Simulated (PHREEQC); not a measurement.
Consider water at 20 °C with 0.0047 mol/kgw KOH, 0.0051 mol/kgw Na2SiO3 and 0.22 mol/kgw (CH3)4NCl. Closed to the air; pH follows from the charge balance.

Computed with PHREEQC (ion-association model, wateq4f.dat).

Precipitation was switched off in this run.

Task: Order these Si species by the share of Si that they hold, largest first: H4SiO4, H3SiO4-, H2SiO4-2.

Result: H3SiO4- (89 %), H2SiO4-2 (10 %), H4SiO4 (0.51 %)

The pH is 11.98 and the ionic strength 0.235 mol/kgw. (CH3)4N+ isn't in the database: it is added as a free cation with an ion size of 4 Å.
